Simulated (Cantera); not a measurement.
Charge: 1 mol C₂F₆, 0.052 mol F₂, equilibrated at 1923 K and 0.000630 bar.

Cantera equilibrium calculation (NASA polynomials, part measured and part estimated; ideal gas, pure solids and liquids). Candidate condensed phases: C; 13 gas species. The feed counts by its element totals alone. Gases not in the tables: C₂F₆ and larger saturated fluorocarbons. Kinetics and transport are ignored.

Q: What is the equilibrium state?

A: 
| Item | Value |
|---|---|
| x(CF₄) | 0.682 |
| x(CF₂) | 0.189 |
| x(F) | 0.120 |
| x(CF₃) | 0.00800 |
| x(CF) | 0.000376 |
| x(C₂F₄) | 2.09e-6 |
| n(C(graphite)) | 0.349 mol |
| gas amount | 1.877 mol |
